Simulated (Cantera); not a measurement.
Boron, boron nitride and boron oxide: B2O3 + H2 + N2

Charge: 1 mol B2O3, 35 mol H2, 29 mol N2, at 0.00550 bar.

These are equilibrium values from Cantera (NASA tables, ideal gas, pure condensed phases), not measurements of a reactor. Candidate condensed phases: B, BN, B2O3, B3O3H3, H2O; 39 gas species. N2 is the only nitrogen source here; it is nearly inert below about 1500 K, so the nitride shown seldom forms there in practice. Mutual solubility and eutectic melting of coexisting phases are not modelled. Equilibrium is a limit: real reactors are often held back by kinetics, nucleation or transport.

From 975 °C to 1200 °C the condensed part is BN(s) + B2O3(l). At 1275 °C the condensed part is BN(s). From 1350 °C to 1875 °C nothing is condensed. The main B-bearing gas is HBO2 at 975 °C and BO at 1875 °C.

```tsv
T (°C)	log p H2	log p N2	log p H	log p HBO	log p HBO2	log p BO	log p B2O3	log p H2O	n BN(s)	n B2O3(l)
975	-2.52	-2.60	-7.59	-6.67	-5.52	-10.14	-7.38	-5.45	0.0384	0.962
1050	-2.52	-2.60	-7.06	-5.99	-5.13	-8.99	-6.46	-5.47	0.0516	0.921
1125	-2.52	-2.60	-6.59	-5.38	-4.78	-7.96	-5.64	-5.48	0.0735	0.815
1200	-2.53	-2.61	-6.16	-4.84	-4.47	-7.04	-4.91	-5.50	0.0946	0.518
1275	-2.54	-2.61	-5.78	-4.41	-4.32	-6.27	-4.44	-5.58	0.0258	0
1350	-2.54	-2.61	-5.43	-4.34	-4.32	-5.89	-4.47	-5.47	0	0
1425	-2.54	-2.61	-5.11	-4.31	-4.31	-5.58	-4.52	-5.32	0	0
1500	-2.54	-2.61	-4.82	-4.29	-4.30	-5.30	-4.56	-5.19	0	0
1575	-2.54	-2.61	-4.55	-4.28	-4.29	-5.05	-4.61	-5.06	0	0
1650	-2.54	-2.61	-4.30	-4.27	-4.29	-4.83	-4.68	-4.94	0	0
1725	-2.55	-2.61	-4.07	-4.28	-4.29	-4.64	-4.75	-4.82	0	0
1800	-2.56	-2.62	-3.86	-4.30	-4.31	-4.47	-4.84	-4.71	0	0
1875	-2.57	-2.62	-3.66	-4.34	-4.34	-4.33	-4.95	-4.61	0	0
```
log p: log10 of the partial pressure in bar; n: condensed amount in mol.
